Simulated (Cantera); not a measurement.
Feed: 1 mol SiH₂Cl₂, 2.4 mol H₂O, 20 mol N₂, held at 1875 K and 4100 Pa.

Method: chemical equilibrium by Gibbs-energy minimisation in Cantera with the NASA 1993 tables (ideal gas, pure condensed phases). Candidate condensed phases: H₂O, NH₄Cl, Si, SiO₂, Si₂N₂O, Si₃N₄; 47 gas species. The tables hold silica as quartz up to 1696 K and as liquid above; real silica turns to tridymite and cristobalite and melts near 1996 K. Rates play no part.

Base state: N₂ 0.818, HCl 0.0811, H₂ 0.0807, H₂O 0.0174, SiO 0.00101, H 0.000920, Cl 0.000700, OH 1.54e-5 (mole fractions); condensed: SiO₂(condensed).

Problem. What changes in the equilibrium state with this change: SiH₂Cl₂ replaced by Si₂H₆?

Solution. 
```csv
species,before,after
N₂,0.818,0.740
H₂,0.0807,0.198
SiO,0.00101,0.0599
HCl,0.0811,0
H₂O,0.0174,0.000719
Cl,0.000700,0
OH,1.54e-5,4.08e-7
H,0.000920,0.00144
"SiO₂(condensed), mol",0.975,0.381
```
The feed counts by its element totals alone.

Problem. What changes in the equilibrium state with this change: temperature from 1875 K to 1298.15 K?

Solution. 
| species | before | after |
|---|---|---|
| N₂ | 0.818 | 0.820 |
| H₂ | 0.0807 | 0.0820 |
| HCl | 0.0811 | 0.0820 |
| SiO | 0.00101 | <1e-9 |
| H₂O | 0.0174 | 0.0164 |
| OH | 1.54e-5 | 3.93e-9 |
| H | 0.000920 | 1.52e-6 |
| SiO₂(condensed), mol | 0.975 | 0 |
| SiO₂(β-quartz), mol | 0 | 1.00 |

Problem. What changes in the equilibrium state with this change: pressure from 4100 Pa to 100000 Pa?

Solution. 
| species | before | after |
|---|---|---|
| N₂ | 0.818 | 0.819 |
| H₂ | 0.0807 | 0.0819 |
| HCl | 0.0811 | 0.0818 |
| SiO | 0.00101 | 4.44e-5 |
| H₂O | 0.0174 | 0.0164 |
| OH | 1.54e-5 | 2.93e-6 |
| Cl | 0.000700 | 0.000142 |
| SiO₂(condensed), mol | 0.975 | 0.999 |
Gases not in the tables: Si(OH)₄.
